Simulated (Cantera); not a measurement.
## Titanium nitride, carbide and oxide coatings: Ti + C3H8 + H2 + O2

Input: 1 mol Ti, 0.1 mol C3H8, 1.4 mol H2, 0.08 mol O2, equilibrated at 0.133 bar.

Equilibrium computed with Cantera from the NASA thermochemical tables; the gas is ideal and each condensed phase is pure. Candidate condensed phases: C, C6H6, C7H8, C8H18, H2O, Ti, TiC, TiO, TiO2, Ti2O3, Ti3O5, Ti4O7; 113 gas species. Each liquid is taken as pure. Mutual solubility and eutectic melting of coexisting phases are not modelled. TiC, TiO: taken at fixed stoichiometry. Condensed phases not in the tables: solid solutions among these carbides, nitrides and lower oxides, N, O or C dissolved in the metal. Rates play no part.

From 1248 K to 1848 K the condensed part is Ti(β) + TiC(s) + TiO(s). At 1948 K the condensed part is Ti(l) + TiC(s) + TiO(s). At 2048 K the condensed part is Ti(l) + TiC(s) + TiO(l).

```tsv
T (K)	x H2	x H	x Ti	x CO	x TiO	x H2O	n Ti(β)	n TiC(s)	n TiO(s)	n Ti(l)	n TiO(l)
1248	1.000	1.28e-6	4.64e-12	<1e-12	<1e-12	5.71e-11	0.540	0.300	0.160	0	0
1348	1.000	6.34e-6	1.26e-10	<1e-12	<1e-12	4.42e-10	0.540	0.300	0.160	0	0
1448	1.000	2.52e-5	2.15e-9	7.29e-12	1.32e-11	2.53e-9	0.540	0.300	0.160	0	0
1548	1.000	8.43e-5	2.53e-8	1.87e-10	2.80e-10	1.14e-8	0.540	0.300	0.160	0	0
1648	1.000	0.000244	2.20e-7	3.21e-9	4.04e-9	4.26e-8	0.540	0.300	0.160	0	0
1748	0.999	0.000626	1.48e-6	3.94e-8	4.24e-8	1.36e-7	0.540	0.300	0.160	0	0
1848	0.999	0.00145	8.09e-6	3.66e-7	3.40e-7	3.77e-7	0.540	0.300	0.160	0	0
1948	0.997	0.00309	3.69e-5	2.69e-6	2.18e-6	9.41e-7	0	0.300	0.160	0.540	0
2048	0.994	0.00611	0.000138	1.72e-5	1.12e-5	2.16e-6	0	0.300	0	0.540	0.160
```
x: gas mole fraction; n: condensed amount in mol.
